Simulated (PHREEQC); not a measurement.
0.28 g of hydrous ferric oxide (600 m²/g; 0.2 weak and 0.005 strong sites per Fe, Dzombak-Morel constants, diffuse double layer) in 1 kg of water with 0.05 mol/kgw of an inert sodium salt and 0.00016 mol/kgw NiCl2, at 25 °C; the pH is set by adding NaOH or the inert anion's acid. Oxygen alone is held at its pressure in air (log pO2 = -0.68). CO2 from the air is kept out. No solid was allowed to form.

The series has 13 steps of pH, from 4 to 12.

Computed with PHREEQC (ion-association model, wateq4f.dat).

Problem. Near which pH is half of the Ni sorbed, and on which side is more sorbed?

Solution. Near pH 7.1, with more sorbed at higher pH.

Problem. At which pH does the surface charge pass through zero?

Solution. Near pH 8.7.

Along this series the solution becomes supersaturated in solids that the run did not let form, among them Ni(OH)2.
